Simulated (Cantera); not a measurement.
Charge: 1 mol CaCl2, 2.9 mol O2, a varied amount of H2, held at 1673.15 K and 0.133 bar.

These are equilibrium values from Cantera (NASA tables, ideal gas, pure condensed phases), not measurements of a reactor. Candidate condensed phases: Ca, CaCl2, CaO, Ca(OH)2, H2O; 21 gas species. Condensed phases not in the tables: oxide chlorides. Equilibrium is a limit: real reactors are often held back by kinetics, nucleation or transport.

Task: At 60 mol H2, list the 5 most abundant gas species with their mole fractions, and the condensed phases.

Result: H2 0.888, H2O 0.0822, HCl 0.0257, CaCl2 0.00356, H 0.000294. Condensed: CaO(s).
